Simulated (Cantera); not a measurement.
Chlorosilane synthesis and conversion: SiCl₄ + Cl₂ + H₂

A closed system holds: 1 mol SiCl₄, 1.8 mol Cl₂, 3.2 mol H₂, held at 1125 K and 0.240 bar.

Equilibrium computed with Cantera from the NASA thermochemical tables; the gas is ideal and each condensed phase is pure. Candidate condensed phases: Si; 19 gas species. The tables' values for SiCl₃ are old estimates; treat these amounts as uncertain. Rates play no part.

| Item | Result |
|---|---|
| x(HCl) | 0.601 |
| x(H₂) | 0.232 |
| x(SiCl₄) | 0.165 |
| x(SiHCl₃) | 0.00111 |
| x(SiCl₃) | 0.000340 |
| x(SiCl₂) | 8.59e-6 |
| gas amount | 6.001 mol |
| log10 activity of Si(s) (absent) | -5.58 |
